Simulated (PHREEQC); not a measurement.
Dissolve 0.62 mol KHCO3, 0.089 mol KOH and 0.00022 mol KCl per kg of water at 25 °C. Closed to the air; pH follows from the charge balance.

All values are PHREEQC results (Pitzer model, pitzer.dat), not measurements.

No solid was allowed to form.

Problem. Order these C species by the share of C that they hold, largest first: CO3-2, CO2, HCO3-.

Solution. HCO3- (85 %), CO3-2 (14 %), CO2 (0.12 %)

The pH is 8.94 and the ionic strength 0.799 mol/kgw. Complexes and solids missing from the database can't appear.
